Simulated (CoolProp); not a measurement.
Saturation properties of CHF3 (R23).

Values from CoolProp's reference Helmholtz-energy equation of state, Penoncello 2003.

| T (K) | p (MPa) | vapour viscosity (µPa s) | liquid conductivity (mW/(m K)) |
|---|---|---|---|
| 214.5 | 0.3313 | 10.7 | 117 |
| 218.1 | 0.3878 | 10.9 | 114 |
| 221.8 | 0.4531 | 11.1 | 112 |
| 225.5 | 0.5265 | 11.4 | 109 |
| 229.1 | 0.6063 | 11.6 | 107 |
| 232.8 | 0.6974 | 11.8 | 105 |
| 236.4 | 0.7956 | 12.0 | 102 |
| 240.1 | 0.9071 | 12.2 | 99.9 |
| 243.8 | 1.030 | 12.5 | 97.6 |
| 247.4 | 1.161 | 12.7 | 95.4 |
| 251.1 | 1.308 | 13.0 | 93.1 |
| 254.7 | 1.464 | 13.2 | 90.8 |
| 258.4 | 1.639 | 13.5 | 88.5 |

It boils at 191.1 K under 1 atm.

Viscosity comes from a separate model (Shan 2000). Thermal conductivity comes from a separate model (Shan 2000).
